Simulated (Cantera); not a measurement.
# Thermodynamics of silicon carbide growth, feed CH3SiCl3 + H2

Feed: 1 mol CH3SiCl3, 110 mol H2, at 2100 K.

Cantera equilibrium calculation (NASA polynomials, part measured and part estimated; ideal gas, pure solids and liquids). Candidate condensed phases: C, C6H6, C7H8, C8H18, Si, SiC; 109 gas species. The feed counts by its element totals alone. The tables' values for SiCl are old estimates; treat these amounts as uncertain. Gases not in the tables: Si2H6 and higher silanes. The numbers say what is thermodynamically allowed, not how fast it happens.

At 1.00 mbar the condensed part is C(graphite). At 3.20 mbar the condensed part is C(graphite) + SiC(s). From 10.0 mbar to 1.00 bar the condensed part is SiC(s). The main Si-bearing gas is Si at 1.00 mbar and SiCl2 at 1.00 bar. The share of Si in condensed phases is highest at 1.00 bar (95.0 %) and lowest at 1.00 mbar (0.0 %).

```json
[
 {"P (Pa)": "100", "x H2": "0.874", "x H": "0.0921", "x HCl": "0.0231", "x Si": "0.00718", "x Cl": "0.00179", "n C(graphite)": "0.562", "n SiC(s)": "0"},
 {"P (Pa)": "320", "x H2": "0.917", "x H": "0.0527", "x HCl": "0.0244", "x Si": "0.00325", "x Cl": "0.00103", "n C(graphite)": "0.0964", "n SiC(s)": "0.529"},
 {"P (Pa)": "1000", "x H2": "0.941", "x H": "0.0302", "x HCl": "0.0252", "x Si": "0.00134", "x Cl": "0.000594", "n C(graphite)": "0", "n SiC(s)": "0.793"},
 {"P (Pa)": "3200", "x H2": "0.956", "x H": "0.0170", "x HCl": "0.0255", "x Si": "0.000569", "x Cl": "0.000335", "n C(graphite)": "0", "n SiC(s)": "0.891"},
 {"P (Pa)": "10000", "x H2": "0.964", "x H": "0.00967", "x HCl": "0.0257", "x Si": "0.000229", "x Cl": "0.000190", "n C(graphite)": "0", "n SiC(s)": "0.931"},
 {"P (Pa)": "32000", "x H2": "0.968", "x H": "0.00542", "x HCl": "0.0258", "x Si": "8.36e-5", "x Cl": "0.000106", "n C(graphite)": "0", "n SiC(s)": "0.947"},
 {"P (Pa)": "100000", "x H2": "0.970", "x H": "0.00307", "x HCl": "0.0258", "x Si": "3.05e-5", "x Cl": "6.00e-5", "n C(graphite)": "0", "n SiC(s)": "0.950"}
]
```
x: gas mole fraction; n: condensed amount in mol.
